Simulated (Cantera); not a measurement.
A perfectly stirred reactor is fed with CH4 : O2 : N2 = 1 : 2.06 : 7.75 (molar parts), equivalence ratio 0.97, at 1650 Torr; it is adiabatic with a 800 K inlet, and is followed from long to short residence time, starting on the burning branch (τ in s: 0.073, 0.039, 0.021, 0.011, 0.0061, 0.0033, 0.0018, 0.00095, 0.00051, 0.00028, 0.00015, 8e-05, 4.3e-05).

Detailed kinetics in Cantera: GRI-Mech 3.0 (53 species, 325 reactions).

Predict: blow-out, bracketed by the residence times tried; x(CH4) at τ = 73.0 ms; x(O2) at τ = 73.0 ms; x(H2O2) at τ = 73.0 ms; x(CO) at τ = 73.0 ms; x(CH4) at τ = 1.80 ms; x(O2) at τ = 1.80 ms; x(H2O2) at τ = 1.80 ms; x(C2H4) at τ = 1.80 ms; x(CO) at τ = 1.80 ms.


| Quantity | Result |
|---|---|
| blow-out, bracketed by the residence times tried | burning at 43.0 µs, the shortest tried |
| x(CH4) at τ = 73.0 ms | 9.03e-7 |
| x(O2) at τ = 73.0 ms | 0.0120 |
| x(H2O2) at τ = 73.0 ms | 1.87e-7 |
| x(CO) at τ = 73.0 ms | 0.0155 |
| x(CH4) at τ = 1.80 ms | 2.62e-5 |
| x(O2) at τ = 1.80 ms | 0.0161 |
| x(H2O2) at τ = 1.80 ms | 2.14e-7 |
| x(C2H4) at τ = 1.80 ms | 6.51e-9 |
| x(CO) at τ = 1.80 ms | 0.0196 |
